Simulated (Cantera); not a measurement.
A closed system holds: 1 mol Si, 5 mol HF, 33 mol H2, at 1200 K and 13.3 mbar.

Equilibrium computed with Cantera from the NASA thermochemical tables; the gas is ideal and each condensed phase is pure. Candidate condensed phases: Si; 25 gas species. The tables' values for SiF3 are old estimates; treat these amounts as uncertain. The numbers say what is thermodynamically allowed, not how fast it happens.

Question: What is the equilibrium state?

Answer: 
- x(H2) = 0.946
- x(HF) = 0.0271
- x(SiF4) = 0.0270
- x(SiHF3) = 3.10e-5
- x(SiF3) = 1.78e-5
- x(H) = 1.66e-6
- gas amount = 37.00 mol
- log10 activity of Si(s) (absent) = -7.66
